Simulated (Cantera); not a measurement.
**Low-pressure radical oxidation in H2/O2**

A perfectly stirred reactor is fed with H2 : O2 : N2 = 0.16 : 1 : 2.1 (molar parts), equivalence ratio 0.080, at 3.75 Torr; it is held at 1200 K, and followed from long to short residence time.

Computed with Cantera and GRI-Mech 3.0 (53 species, 325 reactions). Radical loss at walls, strong at low pressure, is not modelled. The temperature is held fixed by assumption; the heat of reaction is taken as removed at once.

| τ (s) | x H2 | x O2 | x H2O | x N2O | x OH | x NO2 |
|---|---|---|---|---|---|---|
| 16 | 0.000179 | 0.288 | 0.0495 | 4.34e-9 | 0.000835 | 7.54e-12 |
| 4.3 | 0.000401 | 0.286 | 0.0485 | 3.28e-9 | 0.00125 | 7.43e-12 |
| 1.2 | 0.000809 | 0.284 | 0.0466 | 2.47e-9 | 0.00178 | 6.92e-12 |
| 0.32 | 0.00144 | 0.280 | 0.0432 | 1.90e-9 | 0.00232 | 4.83e-12 |
| 0.087 | 0.00227 | 0.277 | 0.0397 | 1.50e-9 | 0.00274 | 2.09e-12 |
| 0.024 | 0.00406 | 0.278 | 0.0363 | 1.06e-9 | 0.00318 | <1e-12 |
| 0.0064 | 0.00941 | 0.282 | 0.0306 | 4.89e-10 | 0.00376 | <1e-12 |
| 0.0017 | 0.0245 | 0.292 | 0.0180 | 1.06e-10 | 0.00343 | <1e-12 |
x: mole fraction; the columns are a selection and need not sum to one.
